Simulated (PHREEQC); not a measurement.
1.9 g of hydrous ferric oxide (600 m²/g; 0.2 weak and 0.005 strong sites per Fe, Dzombak-Morel constants, diffuse double layer) in 1 kg of water with 0.3 mol/kgw of an inert sodium salt and 8.7e-06 mol/kgw ZnSO4, at 25 °C; the pH is set by adding NaOH or the inert anion's acid. Oxygen is held at 0.21 atm. The system is closed to CO2. Precipitation was switched off in this run.

All values are PHREEQC results (ion-association model, wateq4f.dat), not measurements.

**Question.** Predict S sorbed (%) at pH = 7.5, 8.62.

**Answer.** 
```
pH    S sorbed (%)
----  ------------
7.5            3.0
8.62           0.1
```

The oxide is taken as insoluble; below pH 4 it would dissolve.
